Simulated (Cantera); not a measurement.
A Cantera script and its output.

```python
import numpy as np
import cantera as ct

gas = ct.Solution("gri30.yaml")


def delay(T, t_max=10):
    gas.TPX = T, 2100000, {'CH4': 1, 'O2': 2.41, 'N2': 9.06}
    reactor = ct.IdealGasConstPressureReactor(gas, clone=False)
    net = ct.ReactorNet([reactor])
    net.rtol, net.atol = 1e-8, 1e-16
    while net.time < t_max:
        t_old, T_old = net.time, reactor.T
        net.step()
        if reactor.T > T + 400:  # ignition: a rise of 400 K
            return t_old + (T + 400 - T_old) / (reactor.T - T_old) * (net.time - t_old)
    return np.nan


taus = []
for T in [1098, 1173, 1248, 1323, 1398, 1473, 1548, 1623, 1698]:
    taus.append(delay(T))
    print(f"T0 = {T:6g} K   tau = {taus[-1]:.4e} s")
```

Output:

```
T0 =   1098 K   tau = 7.4393e-03 s
T0 =   1173 K   tau = 2.6915e-03 s
T0 =   1248 K   tau = 1.0982e-03 s
T0 =   1323 K   tau = 4.8697e-04 s
T0 =   1398 K   tau = 2.2970e-04 s
T0 =   1473 K   tau = 1.1391e-04 s
T0 =   1548 K   tau = 5.8991e-05 s
T0 =   1623 K   tau = 3.1795e-05 s
T0 =   1698 K   tau = 1.7825e-05 s
```

Model: GRI-Mech 3.0 (53 species, 325 reactions), integrated in Cantera. The pressure lies above the range GRI-Mech 3.0 was tuned for (to about 10 atm).
